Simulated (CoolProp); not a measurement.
Carbon monoxide at several states: fugacity coefficient from the reference equation and from simpler models built on Tc = 132.9 K, pc = 3.498 MPa, ω = 0.050; each cubic takes its own stable root.

Computed with CoolProp (reference Helmholtz-energy equation of state, Lemmon 2006). It is a short technical equation, of lower accuracy than the large ones.

```csv
T (K),p (MPa),phase,reference,van der Waals,Redlich-Kwong,Soave-Redlich-Kwong,Peng-Robinson
177.5,0.294,gas,0.9885,0.9880,0.9881,0.9887,0.9864
396.5,0.607,gas,1.001,0.9991,1.000,1.002,1.001
186.6,0.775,gas,0.9746,0.9725,0.9735,0.9754,0.9697
113.5,2.06,liquid,0.5304,0.6908,0.5408,0.5346,0.5210
354.3,0.0135,gas,1.000,1.0000,1.0000,1.000,1.0000
```
